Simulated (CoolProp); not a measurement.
Vapour-liquid equilibrium of R143a (1) + R236FA (2) at 0.127 MPa; x and y are mole fractions of (1).

Computed with CoolProp (multi-fluid Helmholtz-energy mixture model, Lemmon and Jacobsen 2000 and Pan 2012; pair parameters Bell 2016).

```json
[
 {"x": "0.05", "bubble temperature (K)": "272.9", "y at the bubble point": "0.195", "dew temperature at overall composition x (K)": "276.2", "liquid density (mol/L)": "…"},
 {"x": "0.125", "bubble temperature (K)": "266.9", "y at the bubble point": "0.417", "dew temperature at overall composition x (K)": "274.5", "liquid density (mol/L)": "9.924"},
 {"x": "0.2", "bubble temperature (K)": "261.6", "y at the bubble point": "0.576", "dew temperature at overall composition x (K)": "272.8", "liquid density (mol/L)": "10.24"},
 {"x": "0.275", "bubble temperature (K)": "256.8", "y at the bubble point": "0.690", "dew temperature at overall composition x (K)": "270.9", "liquid density (mol/L)": "10.55"},
 {"x": "0.35", "bubble temperature (K)": "252.7", "y at the bubble point": "0.772", "dew temperature at overall composition x (K)": "268.8", "liquid density (mol/L)": "10.86"},
 {"x": "0.425", "bubble temperature (K)": "248.9", "y at the bubble point": "0.833", "dew temperature at overall composition x (K)": "266.7", "liquid density (mol/L)": "11.17"},
 {"x": "0.5", "bubble temperature (K)": "245.6", "y at the bubble point": "0.877", "dew temperature at overall composition x (K)": "264.3", "liquid density (mol/L)": "11.49"},
 {"x": "0.575", "bubble temperature (K)": "242.7", "y at the bubble point": "0.911", "dew temperature at overall composition x (K)": "261.6", "liquid density (mol/L)": "11.81"},
 {"x": "0.65", "bubble temperature (K)": "240.1", "y at the bubble point": "0.937", "dew temperature at overall composition x (K)": "258.6", "liquid density (mol/L)": "12.13"},
 {"x": "0.725", "bubble temperature (K)": "237.7", "y at the bubble point": "0.957", "dew temperature at overall composition x (K)": "255.1", "liquid density (mol/L)": "12.46"},
 {"x": "0.8", "bubble temperature (K)": "235.6", "y at the bubble point": "0.972", "dew temperature at overall composition x (K)": "251.0", "liquid density (mol/L)": "12.79"},
 {"x": "0.875", "bubble temperature (K)": "233.6", "y at the bubble point": "0.985", "dew temperature at overall composition x (K)": "…", "liquid density (mol/L)": "13.13"},
 {"x": "0.95", "bubble temperature (K)": "231.9", "y at the bubble point": "…", "dew temperature at overall composition x (K)": "238.6", "liquid density (mol/L)": "13.48"}
]
```

Task: Some entries are withheld; supply them.

Result: 
- 0.05, liquid density (mol/L): 9.608
- 0.875, dew temperature at overall composition x (K): 245.8
- 0.95, y at the bubble point: 0.995

No azeotrope shows between x = 0.05 and 0.95.

The pair parameters rest on a limited set of measurements; away from them the model extrapolates.
